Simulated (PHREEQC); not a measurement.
## Metal-bearing waste water

Consider water at 45 °C with 0.14 mol MnSO4, 0.0094 mol CuCl2 and 0.017 mol NaCl per kg of water. Closed to the air; pH follows from the charge balance.

The numbers come from PHREEQC with the ion-association model, wateq4f.dat.

Each row changes one thing in this solution. No solid was allowed to form.

```csv
case,pH,ionic strength (mol/kgw),MnSO4 (mol/kgw),Mn+2 (mol/kgw),SO4-2 (mol/kgw),Cl- (mol/kgw),SI of Halite (NaCl),SI of Mirabilite (Na2SO4:10H2O)
as made,5.04,0.301,0.0696,0.0680,0.0646,0.0331,-5.23,-5.49
CuCl2 from 0.0094 to 0.0188 mol/kgw,[?],0.321,0.0667,0.0696,0.0636,0.0500,-5.05,-5.51
CuCl2 replaced by CdCl2 at the same molality,6.01,0.298,0.0690,0.0686,0.0630,0.0312,-5.25,-5.50
diluted 10-fold with water,5.38,0.0397,0.00484,0.00910,0.00882,0.00351,-7.02,-7.86
0.0036 mol/kgw HNO3 added,3.11,0.304,0.0686,0.0690,0.0632,0.0330,-5.23,-5.50
CuCl2 replaced by FeCl2 at the same molality,5.97,0.301,0.0695,0.0680,0.0644,[?],-5.23,-5.49
temperature from 45 to 60 °C,4.90,0.282,0.0746,0.0632,0.0598,0.0330,-5.26,-6.12
```

Problem. Complete the blanks.

Solution. 
- CuCl2 from 0.0094 to 0.0188 mol/kgw, pH: 4.84
- CuCl2 replaced by FeCl2 at the same molality, Cl- (mol/kgw): 0.0333

Complexes and solids missing from the database can't appear. Some of these states are supersaturated (in Atacamite, Tenorite (slow to form), for instance). Constants without temperature data keep their 25 °C values here.
